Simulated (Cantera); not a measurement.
A Cantera script and what it prints.

```python
import numpy as np
import cantera as ct

gas_names = """
    CL CL2 H HCL H2 Si SiCL SiCL2 SiCL3 SiCL4 SiH SiHCL3 SiH2 SiH2CL2 SiH3 SiH3CL SiH4 Si2 Si3
""".split()
cond_names = """
    Si(cr) Si(L)
""".split()


# ... load() reads the species with a 1 bar reference pressure and builds the phases ...
atoms = {
    'SiCl4': {'Si': 1, 'CL': 4},
    'HCl': {'H': 1, 'CL': 1},
    'H2': {'H': 2},
}
top_T = {}  # K; cautious upper limits of use, not melting points


# ... equilibrate(T, P, feed) seeds the gas with the atoms and calls Mixture.equilibrate('TP', solver="vcs", rtol=1e-11, max_steps=5000) ...
results = []
feed = {'SiCl4': 1, 'HCl': 1.3, 'H2': 0.61}  # mol
T = 698  # K
P = 450000  # Pa
mix = equilibrate(T, P, feed)
results.append((T, P, feed, dict(zip(mix.species_names, mix.species_moles))))
x = sorted(zip(gas.X, gas.species_names), reverse=True)
print(f"T = {T:g} K  P = {P:g} Pa  gas = {mix.phase_moles(0):.4g} mol")
print("   x: " + "  ".join(f"{s} {v:.3e}" for v, s in x if v > 0.0001))
print("   condensed (mol): " + ("  ".join(f"{mix.phase(i).name} {mix.phase_moles(i):.4g}"
      for i in range(1, mix.n_phases) if mix.phase_moles(i) > 1e-12) or "none"))
```

It prints:

```
T = 698 K  P = 450000 Pa  gas = 2.91 mol
   x: HCL 4.468e-01  SiCL4 3.436e-01  H2 2.096e-01
   condensed (mol): none
```

Equilibrium computed with Cantera from the NASA thermochemical tables; the gas is ideal and each condensed phase is pure.
